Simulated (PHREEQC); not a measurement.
A made-up water analysis in mmol/kgw, 23 °C, pH 8.03, pe 9.8: Na 0.311; K 0.122; Ca 0.904; Mg 0.385; Cl 0.709; S(6) 0.76; Alkalinity (meq/kgw) 0.834; F 0.0785; Ni 0.034.

Valence states are taken as typed.

All values are PHREEQC results (ion-association model, wateq4f.dat), not measurements.

Problem. The ionic strength comes out as 0.00470 mol/kgw. What activity coefficients do CaHCO3+, Ni+2, MgF+, CO3-2, Ca+2 get?

Solution. CaHCO3+ 0.93, Ni+2 0.74, MgF+ 0.93, CO3-2 0.75, Ca+2 0.75.

This is a speciation only: nothing precipitates in the calculation. The database's nickel carbonate constants are estimates that later reviews lower a good deal.
